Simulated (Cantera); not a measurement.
Mixture: CH₄ : O₂ : N₂ : H₂O = 1 : 3.33 : 12.5 : 1.4 (molar parts), at 480000 Pa, adiabatic and at constant pressure. Ignition delay is the time to a rise of 400 K.

Detailed kinetics in Cantera: GRI-Mech 3.0 (53 species, 325 reactions).

Problem. Predict: delay at 1100 K; delay at 1200 K; delay at 1300 K; delay at 1400 K; delay at 1500 K; delay at 1600 K; delay at 1700 K; apparent activation energy between 1500 and 1700 K.

Solution. 
```
Property                                                 Value
--------------------------------------------------  ----------
delay at 1100 K                                        32.7 ms
delay at 1200 K                                        8.67 ms
delay at 1300 K                                        2.65 ms
delay at 1400 K                                       0.895 ms
delay at 1500 K                                       0.327 ms
delay at 1600 K                                       0.130 ms
delay at 1700 K                                        57.0 µs
apparent activation energy between 1500 and 1700 K  190 kJ/mol
```
